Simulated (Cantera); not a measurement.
Low-pressure radical oxidation in H2/O2

An isothermal, constant-pressure homogeneous reactor starts with 1.86 % H2, 98.1 % O2, at 975 K and 20.0 Torr.

Model: the H2/O2 subset of GRI-Mech 3.0, which has no nitrogen chemistry, integrated in Cantera. Radical loss at walls, strong at low pressure, is not modelled.

```json
[
 {"t (s)": "3.00e-5", "x H2": "0.0186", "x O2": "0.981", "x O": "<1e-12", "x HO2": "5.31e-12", "x H": "4.42e-12", "x OH": "<1e-12", "x H2O2": "<1e-12"},
 {"t (s)": "8.35e-5", "x H2": "0.0186", "x O2": "0.981", "x O": "5.73e-12", "x HO2": "1.49e-11", "x H": "9.89e-12", "x OH": "4.97e-12", "x H2O2": "<1e-12"},
 {"t (s)": "0.000232", "x H2": "0.0186", "x O2": "0.981", "x O": "3.34e-11", "x HO2": "4.21e-11", "x H": "2.23e-11", "x OH": "2.36e-11", "x H2O2": "<1e-12"},
 {"t (s)": "0.000646", "x H2": "0.0186", "x O2": "0.981", "x O": "2.40e-10", "x HO2": "1.24e-10", "x H": "8.63e-11", "x OH": "1.30e-10", "x H2O2": "<1e-12"},
 {"t (s)": "0.00180", "x H2": "0.0186", "x O2": "0.981", "x O": "6.76e-9", "x HO2": "6.41e-10", "x H": "2.00e-9", "x OH": "3.30e-9", "x H2O2": "<1e-12"},
 {"t (s)": "0.00500", "x H2": "0.0186", "x O2": "0.981", "x O": "3.43e-5", "x HO2": "1.50e-6", "x H": "1.02e-5", "x OH": "1.67e-5", "x H2O2": "3.96e-10"},
 {"t (s)": "0.0139", "x H2": "0.000389", "x O2": "0.976", "x O": "0.00418", "x HO2": "7.49e-6", "x H": "0.000726", "x OH": "0.000560", "x H2O2": "1.54e-7"},
 {"t (s)": "0.0387", "x H2": "3.24e-5", "x O2": "0.980", "x O": "0.000863", "x HO2": "2.87e-6", "x H": "4.14e-5", "x OH": "0.000157", "x H2O2": "6.69e-8"},
 {"t (s)": "0.108", "x H2": "4.71e-6", "x O2": "0.981", "x O": "0.000140", "x HO2": "1.03e-6", "x H": "2.58e-6", "x OH": "6.05e-5", "x H2O2": "4.77e-8"},
 {"t (s)": "0.300", "x H2": "6.56e-7", "x O2": "0.981", "x O": "2.12e-5", "x HO2": "2.90e-7", "x H": "1.54e-7", "x OH": "2.39e-5", "x H2O2": "2.77e-8"},
 {"t (s)": "0.834", "x H2": "8.84e-8", "x O2": "0.981", "x O": "3.58e-6", "x HO2": "7.03e-8", "x H": "1.09e-8", "x OH": "9.98e-6", "x H2O2": "1.23e-8"},
 {"t (s)": "2.32", "x H2": "1.32e-8", "x O2": "0.981", "x O": "7.49e-7", "x HO2": "1.74e-8", "x H": "1.05e-9", "x OH": "4.59e-6", "x H2O2": "4.61e-9"},
 {"t (s)": "6.46", "x H2": "2.61e-9", "x O2": "0.981", "x O": "1.90e-7", "x HO2": "4.79e-9", "x H": "1.34e-10", "x OH": "2.31e-6", "x H2O2": "1.63e-9"},
 {"t (s)": "18.0", "x H2": "6.69e-10", "x O2": "0.981", "x O": "5.53e-8", "x HO2": "1.47e-9", "x H": "2.09e-11", "x OH": "1.24e-6", "x H2O2": "5.75e-10"},
 {"t (s)": "50.0", "x H2": "1.98e-10", "x O2": "0.981", "x O": "1.75e-8", "x HO2": "5.18e-10", "x H": "3.71e-12", "x OH": "6.97e-7", "x H2O2": "2.04e-10"}
]
```
x: mole fraction; the columns are a selection and need not sum to one.

Equilibrium at this temperature and pressure: H2 4.77e-12, O2 0.981, O 4.41e-10, HO2 3.44e-10, H <1e-12, OH 1.10e-7, H2O2 6.17e-12 (gas phase only).
